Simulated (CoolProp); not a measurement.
Vapour-liquid equilibrium of propane (1) + R152A (2) at 297.8 K; x and y are mole fractions of (1).

Model: multi-fluid Helmholtz-energy mixture model, Lemmon 2009 and Outcalt 1996; pair parameters Bell 2016, in CoolProp.

Question: Give the bubble pressure and the first vapour's composition at x = 0.2, 0.35, 0.8. Is there an azeotrope?

Answer: x = 0.2: 0.8701 MPa, y = 0.400; x = 0.35: 0.9762 MPa, y = 0.520; x = 0.8: 1.053 MPa, y = 0.766. y crosses x between x = 0.65 and 0.8: the model has an azeotrope there.

The pair parameters rest on a limited set of measurements; away from them the model extrapolates.
